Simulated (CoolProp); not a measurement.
A Linde-Hampson liquefier for CF4 (R14): isothermal reversible compression at 300 K from 1 atm to 10 MPa, throttling to 1 atm, return gas leaving the recuperator 10 K below the feed. Each further row changes one setting.

Values from CoolProp's reference Helmholtz-energy equation of state, Platzer 1990. This equation is an older, rougher fit; its heat capacities, sound speeds and derivatives of the liquid may be far off and weren't checked against measurements.

```tsv
case	liquid yield per pass	compression work (kJ/kg of gas)
as stated	___	121
high pressure 20 MPa	___	___
warm-end temperature 330 K	___	___
warm-end gap 15 K	0.146	121
```

Question: Complete the blanks.

Answer: 
- as stated, liquid yield per pass: 0.159
- high pressure 20 MPa, liquid yield per pass: 0.251
- high pressure 20 MPa, compression work (kJ/kg of gas): 135
- warm-end temperature 330 K, liquid yield per pass: 0.103
- warm-end temperature 330 K, compression work (kJ/kg of gas): 136
